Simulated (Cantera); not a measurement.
# Equilibrium for sublimation and decomposition of ceramics: Si3N4 + Si + H2

Charge: 1 mol Si3N4, 0.0031 mol Si, 2.6 mol H2, at 77.0 mbar.

Method: chemical equilibrium by Gibbs-energy minimisation in Cantera with the NASA 1993 tables (ideal gas, pure condensed phases). Candidate condensed phases: Si, Si3N4; 31 gas species. Ions and electrons are included (thermal ionisation). The tables' values for SiN are old estimates; treat these amounts as uncertain. Gases not in the tables: Si2H6 and higher silanes. The numbers say what is thermodynamically allowed, not how fast it happens.

```
T (K)    x H   x Si   x N2      x H2       x N     x SiH      x e-
-----  -----  -----  -----  --------  --------  --------  --------
3000   0.241  0.334  0.232     0.180   2.42e-5   0.00549   4.30e-6
3250   0.363  0.317  0.215    0.0983  0.000103   0.00301   1.55e-5
3500   0.444  0.304  0.204    0.0436  0.000361   0.00155   4.68e-5
3750   0.483  0.297  0.199    0.0179   0.00108  0.000802  0.000124
4000   0.498  0.294  0.195   0.00751   0.00283  0.000436  0.000292
4250   0.503  0.293  0.192   0.00337   0.00662  0.000251  0.000628
4500   0.503  0.290  0.187   0.00163    0.0140  0.000151   0.00124
4750   0.500  0.287  0.179  0.000839    0.0273   9.53e-5   0.00229
5000   0.495  0.282  0.166  0.000455    0.0487   6.18e-5   0.00396
```
x: gas mole fraction; nothing condenses.

From 3000 K to 5000 K nothing is condensed. The main Si-bearing gas is Si throughout.
